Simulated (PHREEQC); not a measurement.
## Spent oxide etchant

Make-up at 35 °C: 29 mmol/kgw NH4HF2, 21 mmol/kgw (NH4)2SiF6, 11 mmol/kgw H3PO4 and 1.3 mmol/kgw HCl. Closed to the air; pH follows from the charge balance.

Model: ion-association model, phreeqc.dat, run in PHREEQC.

No solid was allowed to form.

### Question
What pH does the model give?

### Answer
pH 2.83.

### Question
In which forms is P present?

### Answer
H2PO4- 84 %, H3PO4 16 % of the P.

SiF6-2 is the database's only silicon fluoride.
